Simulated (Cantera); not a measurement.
A closed system holds: 1 mol Fe(CO)5, 0.36 mol O2, 1.4 mol N2, equilibrated at 10000 Pa.

Equilibrium computed with Cantera from the NASA thermochemical tables; the gas is ideal and each condensed phase is pure. Candidate condensed phases: C, Fe, Fe(CO)5, FeO, Fe2O3, Fe3O4; 27 gas species. Mutual solubility and eutectic melting of coexisting phases are not modelled. The tables' stoichiometric FeO is somewhat more stable than real wüstite, so its field is too wide. FeO: taken at fixed stoichiometry. Equilibrium is a limit: real reactors are often held back by kinetics, nucleation or transport.

Question: Which condensed phases are stable at each of these points (T (°C)): 775, 825, 875, 925, 975, 1025, 1075, 1125, 1175, 1225, 1275, 1325?

Answer: 
```csv
T (°C),condensed phases,Fe condensed (%)
775,Fe(α),100.0
825,Fe(α),100.0
875,Fe(α),100.0
925,Fe(γ),100.0
975,Fe(γ),100.0
1025,Fe(γ),100.0
1075,Fe(γ),100.0
1125,Fe(γ),100.0
1175,Fe(γ) + FeO(s),100.0
1225,Fe(γ) + FeO(s),100.0
1275,Fe(γ) + FeO(s),100.0
1325,Fe(γ) + FeO(s),100.0
```

From 775 °C to 875 °C the condensed part is Fe(α). From 925 °C to 1125 °C the condensed part is Fe(γ). From 1175 °C to 1325 °C the condensed part is Fe(γ) + FeO(s).
